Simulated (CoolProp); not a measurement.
Values from CoolProp's reference Helmholtz-energy equation of state, Lemmon 2006. It is a short technical equation, of lower accuracy than the large ones.

Give the vapour pressure (kPa), liquid density (kg/m³), vapour Z of saturated isopentane at 416.4, 424.6, 432.8 K.


```csv
T (K),p (kPa),liquid density (kg/m³),vapour Z
416.4,1660,458,0.681
424.6,1910,441,0.643
432.8,2190,421,0.600
```
